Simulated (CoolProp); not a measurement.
Saturation properties of toluene (Tc = 591.7 K, pc = 4.126 MPa, ω = 0.266).

Computed with CoolProp (reference Helmholtz-energy equation of state, Lemmon 2006). It is a short technical equation, of lower accuracy than the large ones.

```json
[
 {"T (K)": "454.6", "p (MPa)": "0.5320", "vapour density (kg/m³)": "14.88", "enthalpy of vaporisation (kJ/kg)": "307.7", "surface tension (mN/m)": "…", "liquid conductivity (mW/(m K))": "91.2"},
 {"T (K)": "461.7", "p (MPa)": "0.6089", "vapour density (kg/m³)": "17.02", "enthalpy of vaporisation (kJ/kg)": "301.4", "surface tension (mN/m)": "9.75", "liquid conductivity (mW/(m K))": "89.8"},
 {"T (K)": "468.7", "p (MPa)": "0.6926", "vapour density (kg/m³)": "19.37", "enthalpy of vaporisation (kJ/kg)": "295.0", "surface tension (mN/m)": "9.08", "liquid conductivity (mW/(m K))": "88.5"},
 {"T (K)": "475.8", "p (MPa)": "0.7860", "vapour density (kg/m³)": "22.03", "enthalpy of vaporisation (kJ/kg)": "288.2", "surface tension (mN/m)": "8.41", "liquid conductivity (mW/(m K))": "87.3"},
 {"T (K)": "482.8", "p (MPa)": "…", "vapour density (kg/m³)": "24.95", "enthalpy of vaporisation (kJ/kg)": "…", "surface tension (mN/m)": "7.76", "liquid conductivity (mW/(m K))": "86.1"},
 {"T (K)": "489.9", "p (MPa)": "0.9992", "vapour density (kg/m³)": "…", "enthalpy of vaporisation (kJ/kg)": "273.8", "surface tension (mN/m)": "7.11", "liquid conductivity (mW/(m K))": "84.9"},
 {"T (K)": "496.9", "p (MPa)": "1.120", "vapour density (kg/m³)": "31.90", "enthalpy of vaporisation (kJ/kg)": "266.1", "surface tension (mN/m)": "6.49", "liquid conductivity (mW/(m K))": "83.8"},
 {"T (K)": "504", "p (MPa)": "1.253", "vapour density (kg/m³)": "36.03", "enthalpy of vaporisation (kJ/kg)": "…", "surface tension (mN/m)": "5.87", "liquid conductivity (mW/(m K))": "82.8"},
 {"T (K)": "511", "p (MPa)": "1.396", "vapour density (kg/m³)": "40.60", "enthalpy of vaporisation (kJ/kg)": "…", "surface tension (mN/m)": "5.27", "liquid conductivity (mW/(m K))": "81.8"},
 {"T (K)": "518.1", "p (MPa)": "1.552", "vapour density (kg/m³)": "45.82", "enthalpy of vaporisation (kJ/kg)": "240.1", "surface tension (mN/m)": "4.68", "liquid conductivity (mW/(m K))": "80.8"},
 {"T (K)": "525.1", "p (MPa)": "1.719", "vapour density (kg/m³)": "51.64", "enthalpy of vaporisation (kJ/kg)": "230.5", "surface tension (mN/m)": "4.11", "liquid conductivity (mW/(m K))": "80.0"},
 {"T (K)": "532.2", "p (MPa)": "1.903", "vapour density (kg/m³)": "58.35", "enthalpy of vaporisation (kJ/kg)": "220.0", "surface tension (mN/m)": "3.56", "liquid conductivity (mW/(m K))": "79.1"}
]
```

Task: Fill in the missing entries.

Result: 
- 454.6, surface tension (mN/m): 10.4
- 482.8, p (MPa): 0.8871
- 482.8, enthalpy of vaporisation (kJ/kg): 281.2
- 489.9, vapour density (kg/m³): 28.26
- 504, enthalpy of vaporisation (kJ/kg): 257.9
- 511, enthalpy of vaporisation (kJ/kg): 249.3

It boils at 383.7 K under 1 atm.

Thermal conductivity comes from a separate model (Assael 2012). Surface tension comes from a separate correlation (Mulero 2012).
